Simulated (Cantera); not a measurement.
A Cantera script and what it prints.

```python
import numpy as np
import cantera as ct

gas_names = """
    O2 SO2
""".split()
cond_names = """
    Mg(L) MgO(s) MgS(s) MgSO4(L)
""".split()


# ... load() reads the species with a 1 bar reference pressure and builds the phases ...
species = {s.name: s for s in load("nasa_gas.yaml", gas_names) + load("nasa_condensed.yaml", cond_names)}
T = 1875
g = {n: (s.thermo.h(T) - T * s.thermo.s(T)) / (ct.gas_constant * T * np.log(10)) for n, s in species.items()}
valid = cond_names  # the entries whose range holds T


def stable(la, lb):
    # potentials (over RT ln 10) of the two non-metals from log10 p(O2) and log10 p(SO2) in bar
    mu = {}
    mu["O"] = (g["O2"] + la) / 2
    mu["S"] = (g["SO2"] + lb - 2 * mu["O"]) / 1
    cost = {}
    for n in valid:
        c = species[n].composition
        cost[n] = (g[n] - sum(c.get(e, 0) * m for e, m in mu.items())) / c["Mg"]
    return min(cost, key=cost.get)


results = []
for lb in [0, -1.2, -2.4, -3.6, -4.8, -6, -7.2, -8.4, -9.6, -10.8, -12]:
    row = [stable(la, lb) for la in [-11, -10.4, -9.7, -9.1, -8.5, -7.8, -7.2, -6.6, -5.9, -5.3, -4.7, -4.1, -3.4, -2.8, -2.2, -1.5, -0.9, -0.3, 0.4, 1]]
    results.append(row)
    print(f"{lb:6.1f}  " + " ".join(f"{valid.index(n):x}" for n in row))
print("key: " + ", ".join(f"{i:x} {n}" for i, n in enumerate(valid)))
```

Output:

```
   0.0  2 2 2 2 2 2 1 1 1 1 1 1 1 1 1 1 1 1 1 1
  -1.2  2 2 2 2 2 1 1 1 1 1 1 1 1 1 1 1 1 1 1 1
  -2.4  2 2 2 2 1 1 1 1 1 1 1 1 1 1 1 1 1 1 1 1
  -3.6  2 2 2 1 1 1 1 1 1 1 1 1 1 1 1 1 1 1 1 1
  -4.8  2 1 1 1 1 1 1 1 1 1 1 1 1 1 1 1 1 1 1 1
  -6.0  1 1 1 1 1 1 1 1 1 1 1 1 1 1 1 1 1 1 1 1
  -7.2  1 1 1 1 1 1 1 1 1 1 1 1 1 1 1 1 1 1 1 1
  -8.4  1 1 1 1 1 1 1 1 1 1 1 1 1 1 1 1 1 1 1 1
  -9.6  1 1 1 1 1 1 1 1 1 1 1 1 1 1 1 1 1 1 1 1
 -10.8  1 1 1 1 1 1 1 1 1 1 1 1 1 1 1 1 1 1 1 1
 -12.0  1 1 1 1 1 1 1 1 1 1 1 1 1 1 1 1 1 1 1 1
key: 0 Mg(L), 1 MgO(s), 2 MgS(s), 3 MgSO4(L)
```

Cantera with NASA thermochemical tables; ideal gases at 1 bar, condensed phases pure. Part of the grid cannot be reached: there another gas would pass 10 bar, or a non-metal would condense.
